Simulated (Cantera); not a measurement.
A perfectly stirred reactor is fed with CH₄ : N₂ = 1 : 21 (molar parts), at 50.3 Torr; it is held at 1550 K, and followed from long to short residence time.

Model: GRI-Mech 3.0 (53 species, 325 reactions), integrated in Cantera. GRI-Mech 3.0 stops at C3 and has no aromatics, soot or wall deposition, so with more carbon than oxygen in the feed, carbon stays in small species such as C2H2 where larger ones or solid carbon would form.

Predict: x(CH₄) at τ = 0.450 s; x(C₂H₆) at τ = 0.450 s; x(C₂H) at τ = 0.450 s; x(C₂H₂) at τ = 0.450 s; x(HCN) at τ = 0.450 s; x(CH₄) at τ = 7.40 ms; x(C₂H₆) at τ = 7.40 ms; x(C₂H₂) at τ = 7.40 ms.


```json
{
 "x(CH₄) at τ = 0.450 s": "0.0334",
 "x(C₂H₆) at τ = 0.450 s": "2.79e-5",
 "x(C₂H) at τ = 0.450 s": "4.49e-9",
 "x(C₂H₂) at τ = 0.450 s": "0.00498",
 "x(HCN) at τ = 0.450 s": "2.77e-8",
 "x(CH₄) at τ = 7.40 ms": "0.0454",
 "x(C₂H₆) at τ = 7.40 ms": "6.64e-7",
 "x(C₂H₂) at τ = 7.40 ms": "1.06e-7"
}
```
